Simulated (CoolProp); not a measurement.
R1234ze(E) along the isotherm 263.1 K: fugacity coefficient from the reference equation and from simpler models built on Tc = 382.5 K, pc = 3.635 MPa, ω = 0.313; each cubic takes its own stable root.

Values from CoolProp's reference Helmholtz-energy equation of state, Thol 2016.

```csv
p (MPa),phase,reference
0.0287,gas,0.9899
0.0434,gas,0.9848
0.0654,gas,0.9770
0.0987,gas,0.9653
0.225,liquid,0.6221
0.339,liquid,0.4149
0.511,liquid,0.2772
0.771,liquid,0.1857
1.16,liquid,0.1254
1.75,liquid,0.08515
2.65,liquid,0.05834
3.99,liquid,0.04092
6.02,liquid,0.02945
9.09,liquid,0.02208
```

Question: How far does each simpler model (Soave-Redlich-Kwong, Peng-Robinson) lie from the reference over these 14 states: mean and median of the absolute difference, and the worst?

Answer: 
- Soave-Redlich-Kwong: mean 1.2 %, median 0.7 %, worst +4.3 % at 263.1 K and 9.09 MPa
- Peng-Robinson: mean 0.2 %, median 0.2 %, worst -0.6 % at 263.1 K and 9.09 MPa
